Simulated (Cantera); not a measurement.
Feed: 1 mol CCl4, 0.068 mol H2, held at 1000 Pa.

Cantera equilibrium calculation (NASA polynomials, part measured and part estimated; ideal gas, pure solids and liquids). Candidate condensed phases: C, C6H6, C7H8, C8H18; 91 gas species. Rates play no part.

Task: Which condensed phases are stable at each of these points (T (K)): 1673, 1823, 1973, 2123, 2273, 2423, 2573, 2723, 2873, 3023, 3173?

Result: 
| T (K) | condensed phases | C condensed (%) |
|---|---|---|
| 1673 | C(graphite) | 100.0 |
| 1823 | C(graphite) | 100.0 |
| 1973 | C(graphite) | 100.0 |
| 2123 | C(graphite) | 100.0 |
| 2273 | C(graphite) | 100.0 |
| 2423 | C(graphite) | 100.0 |
| 2573 | C(graphite) | 99.8 |
| 2723 | C(graphite) | 98.3 |
| 2873 | C(graphite) | 89.2 |
| 3023 | C(graphite) | 40.1 |
| 3173 | gas only | 0.0 |

From 1673 K to 3023 K the condensed part is C(graphite). At 3173 K nothing is condensed.
